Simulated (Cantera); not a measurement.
# Gas activation for diamond growth

An isothermal, constant-pressure homogeneous reactor starts with CH4 : H2 : CO2 = 0.028 : 1 : 0.009 (molar parts), at 1898 K and 90.0 Torr.

Detailed kinetics in Cantera: GRI-Mech 3.0 (53 species, 325 reactions). GRI-Mech 3.0 stops at C3 and has no aromatics, soot or wall deposition, so with more carbon than oxygen in the feed, carbon stays in small species such as C2H2 where larger ones or solid carbon would form.

```csv
t (s),x CH4,x H2,x CO2,x C2H,x OH,x CH2O
4.00e-5,0.0270,0.964,0.00868,<1e-12,8.76e-9,8.43e-11
0.000169,0.0269,0.964,0.00866,<1e-12,3.75e-8,5.04e-9
0.000711,0.0265,0.963,0.00836,9.06e-11,1.66e-7,6.01e-8
0.00300,0.0243,0.960,0.00532,1.91e-8,7.57e-7,1.13e-7
0.0126,0.0169,0.959,0.000437,1.23e-7,1.43e-6,5.24e-8
0.0533,0.00713,0.964,1.77e-5,2.70e-7,1.49e-6,2.17e-8
0.225,0.00220,0.967,1.73e-5,3.40e-7,1.38e-6,6.65e-9
0.949,0.00111,0.969,1.46e-5,3.23e-7,9.49e-7,2.71e-9
4.00,0.000595,0.971,4.88e-6,2.74e-7,2.42e-7,1.03e-9
```
x: mole fraction; the columns are a selection and need not sum to one.

Equilibrium at this temperature and pressure: CH4 0.000310, H2 0.972, CO2 2.93e-10, C2H 2.59e-7, OH 1.34e-11, CH2O 8.02e-10 (gas phase only).
